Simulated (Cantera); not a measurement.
An adiabatic, constant-pressure homogeneous reactor starts with CO : H2 : O2 : N2 = 1 : 0.073 : 1.63 : 6.11 (molar parts), at 1200 K and 1100000 Pa. Integrator tolerance rtol = 1e-08.

Model: GRI-Mech 3.0 (53 species, 325 reactions), integrated in Cantera. The hydrogen kinetics of GRI-Mech 3.0 are dated; newer H2 mechanisms differ, most at raised pressure.

| quantity | before | after |
|---|---|---|
| time of steepest temperature rise | 0.203 ms | 0.254 ms |
| temperature at 0.300 s | 2122 K | 2119 K |
| equilibrium temperature | 2120 K | 2108 K |
| x(CO) at 0.300 s | 0.000352 (gas-phase equilibrium 0.000346) | 0.00138 (gas-phase equilibrium 0.00129) |
| x(H2) at 0.300 s | 4.98e-6 (gas-phase equilibrium 4.91e-6) | 1.92e-5 (gas-phase equilibrium 1.80e-5) |
| x(O2) at 0.300 s | 0.129 (gas-phase equilibrium 0.128) | 0.131 (gas-phase equilibrium 0.128) |
| x(CO2) at 0.300 s | 0.120 (gas-phase equilibrium 0.120) | 0.119 (gas-phase equilibrium 0.119) |
| x(OH) at 0.300 s | 0.000512 (gas-phase equilibrium 0.000506) | 0.00101 (gas-phase equilibrium 0.000958) |
| x(O) at 0.300 s | 0.000176 (gas-phase equilibrium 0.000173) | 0.000712 (gas-phase equilibrium 0.000653) |

### Question
Name the change that produced these shifts.
(A) pressure from 1100000 Pa to 66000 Pa
(B) pressure from 1100000 Pa to 130000 Pa
(C) constant volume in place of constant pressure
(D) pressure from 1100000 Pa to 1000000 Pa

### Answer
A, pressure from 1100000 Pa to 66000 Pa
